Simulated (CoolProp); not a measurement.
Decamethyltetrasiloxane (MD2M) at several states: fugacity coefficient from the reference equation and from simpler models built on Tc = 599.4 K, pc = 1.144 MPa, ω = 0.635; each cubic takes its own stable root.

Values from CoolProp's reference Helmholtz-energy equation of state, Thol 2017.

```
T (K)  p (MPa)   phase  reference  van der Waals  Soave-Redlich-Kwong  Peng-Robinson
-----  -------  ------  ---------  -------------  -------------------  -------------
344.3     6.57  liquid  0.0004090        0.04915            0.0004844      0.0004844
577.6     3.71  liquid     0.2320         0.3182               0.2445         0.2270
397.9    0.397  liquid    0.03262         0.4066              0.03297        0.03418
220.1     1.39  liquid   4.765e-9       0.003204             1.209e-8       2.018e-8
544.7     3.33  liquid     0.1640         0.2815               0.1719         0.1608
570.3     0.39     gas     0.8702         0.8865               0.8612         0.8497
```
